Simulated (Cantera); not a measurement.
A perfectly stirred reactor is fed with NH₃ : N₂ = 1 : 22 (molar parts), at 0.0320 bar; it is held at 1650 K, and followed from long to short residence time.

Model: the gas-phase N/H chemistry of the illustrative SiF4/NH3 mechanism in the Surface Chemkin manual (1991), integrated in Cantera. Walls and surfaces, which speed up NH3 decomposition in real reactors, are not modelled.

x: mole fraction; the columns are a selection and need not sum to one.

```
τ (s)    x NH₃       x N    x N₂H₄    x NH₂   x N₂      x H      x NH
------  ------  --------  --------  -------  -----  -------  --------
18      0.0267   1.04e-7  4.46e-10  3.05e-5  0.949  1.12e-5   7.69e-7
3.8     0.0370   7.61e-8   1.02e-9  4.61e-5  0.954  4.81e-6   9.00e-7
0.82    0.0417       ___       ___      ___  0.956      ___       ___
0.18    0.0433   1.20e-9  9.97e-10  4.56e-5  0.956  1.69e-7   2.39e-7
0.038   0.0435  4.49e-11  5.54e-11  1.07e-5  0.957  1.35e-8   2.95e-8
0.0081  0.0435  2.48e-12  2.50e-12      ___  0.957  1.00e-8       ___
0.0017  0.0435    <1e-12    <1e-12  4.73e-7  0.957  9.60e-9  5.36e-11
```

Q: Fill in the missing entries.

A: 
- 0.82, x N: 2.41e-8
- 0.82, x N₂H₄: 1.83e-9
- 0.82, x NH₂: 6.18e-5
- 0.82, x H: 1.70e-6
- 0.82, x NH: 7.26e-7
- 0.0081, x NH₂: 2.29e-6
- 0.0081, x NH: 1.71e-9
